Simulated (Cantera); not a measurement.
Charge: 1 mol SiC, 0.017 mol N2O, 4.2 mol N2, held at 0.000975 Torr.

These are equilibrium values from Cantera (NASA tables, ideal gas, pure condensed phases), not measurements of a reactor. Candidate condensed phases: C, Si, SiC, SiO2, Si2N2O, Si3N4; 34 gas species. Mutual solubility and eutectic melting of coexisting phases are not modelled. Kinetics and transport are ignored.

Question: Which condensed phases are stable at each of these points (T (°C)): 775, 825, 875, 925, 975, 1025, 1075?

Answer: 
```tsv
T (°C)	condensed phases	Si condensed (%)
775	C(graphite) + SiC(s) + Si2N2O(s)	100.0
825	SiC(s) + Si2N2O(s)	100.0
875	SiC(s) + Si2N2O(s)	100.0
925	SiC(s) + Si2N2O(s)	100.0
975	SiC(s) + Si2N2O(s)	99.7
1025	SiC(s)	99.1
1075	SiC(s)	99.1
```

At 775 °C the condensed part is C(graphite) + SiC(s) + Si2N2O(s). From 825 °C to 975 °C the condensed part is SiC(s) + Si2N2O(s). From 1025 °C to 1075 °C the condensed part is SiC(s).
